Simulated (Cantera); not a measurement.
An adiabatic, constant-pressure homogeneous reactor starts with 9.86 % C₂H₄, 18.5 % O₂, 69.5 % N₂, 2.07 % H₂O, equivalence ratio 1.6, at 1650 K and 7500 Torr.

Computed with Cantera and GRI-Mech 3.0 (53 species, 325 reactions). GRI-Mech 3.0 was tuned for natural gas; its chemistry of ethylene as a main component is partial and can be far from experiment. Above 3000 K some thermodynamic fits are extrapolated.

Q: Predict: time of steepest temperature rise; temperature at 0.600 s; equilibrium temperature; x(O₂) at 0.600 s; x(H₂O) at 0.600 s; x(O) at 0.600 s; x(H) at 0.600 s; x(CO₂) at 0.600 s; x(H₂) at 0.600 s.

A: time of steepest temperature rise: 2.43 µs
temperature at 0.600 s: 3049 K
equilibrium temperature: 3049 K
x(O₂) at 0.600 s: 0.00107 (gas-phase equilibrium 0.00107)
x(H₂O) at 0.600 s: 0.120 (gas-phase equilibrium 0.120)
x(O) at 0.600 s: 0.00139 (gas-phase equilibrium 0.00139)
x(H) at 0.600 s: 0.0144 (gas-phase equilibrium 0.0144)
x(CO₂) at 0.600 s: 0.0361 (gas-phase equilibrium 0.0361)
x(H₂) at 0.600 s: 0.0614 (gas-phase equilibrium 0.0614)
